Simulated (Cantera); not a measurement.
A perfectly stirred reactor is fed with H₂ : O₂ = 0.011 : 1 (molar parts), at 2670 Pa; it is held at 1025 K, and followed from long to short residence time.

Cantera simulation using GRI-Mech 3.0 (53 species, 325 reactions); the numbers are that mechanism's predictions, not measurements. Radical loss at walls, strong at low pressure, is not modelled.

Q: What does this change do: temperature 1025 to 900 K?

A: 
```tsv
quantity	before	after
x(H₂) at τ = 23.0 s	2.16e-5	7.27e-5
x(O₂) at τ = 23.0 s	0.989	0.989
x(HO₂) at τ = 23.0 s	3.56e-7	6.72e-7
x(H₂O) at τ = 23.0 s	0.0109	0.0109
x(H) at τ = 23.0 s	5.46e-7	3.62e-7
x(H₂) at τ = 0.240 s	0.000273	0.000810
x(O₂) at τ = 0.240 s	0.988	0.989
x(HO₂) at τ = 0.240 s	2.26e-6	4.53e-6
x(H₂O) at τ = 0.240 s	0.0105	0.0100
x(H) at τ = 0.240 s	4.62e-5	3.12e-5
```
Below about 950 K walls govern HO2 and H2O2 in real vessels.

Q: What does this change do: O2 1 to 4.4 parts?

A: 
```
quantity                 before     after
---------------------  --------  --------
x(H₂) at τ = 23.0 s     2.16e-5   1.08e-5
x(O₂) at τ = 23.0 s       0.989     0.997
x(HO₂) at τ = 23.0 s    3.56e-7   1.50e-7
x(H₂O) at τ = 23.0 s     0.0109   0.00248
x(H) at τ = 23.0 s      5.46e-7   1.36e-7
x(H₂) at τ = 0.240 s   0.000273  0.000128
x(O₂) at τ = 0.240 s      0.988     0.997
x(HO₂) at τ = 0.240 s   2.26e-6   9.87e-7
x(H₂O) at τ = 0.240 s    0.0105   0.00231
x(H) at τ = 0.240 s     4.62e-5   9.80e-6
```
